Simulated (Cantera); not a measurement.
Cantera with NASA thermochemical tables; ideal gases at 1 bar, condensed phases pure. Values are per mole of reaction as written; species without (g) are pure solids or liquids, kept so even where they would boil at 1 bar.

C + 2 CuF₂ = 2 Cu + CF₄(g), with ΔH° = 144.7 kJ and ΔS° = 166.9 J/K at 300 K.

### Question
How far is the shortcut ΔG° ≈ ΔH°(300 K) − T·ΔS°(300 K) from the full temperature-dependent value at 625, 650, 675, 700, 725, 750, 775 K?

### Answer
| T (K) | shortcut (kJ) | full (kJ) | difference (kJ) | difference in log10 K |
|---|---|---|---|---|
| 625 | 40.3 | 44.8 | -4.5 | 0.37 |
| 650 | 36.2 | 41.3 | -5.1 | 0.41 |
| 675 | 32.0 | 37.8 | -5.8 | 0.45 |
| 700 | 27.8 | 34.4 | -6.6 | 0.49 |
| 725 | 23.6 | 31.0 | -7.4 | 0.53 |
| 750 | 19.5 | 27.6 | -8.2 | 0.57 |
| 775 | 15.3 | 24.3 | -9.0 | 0.61 |
The shortcut ignores the heat-capacity change of the reaction.
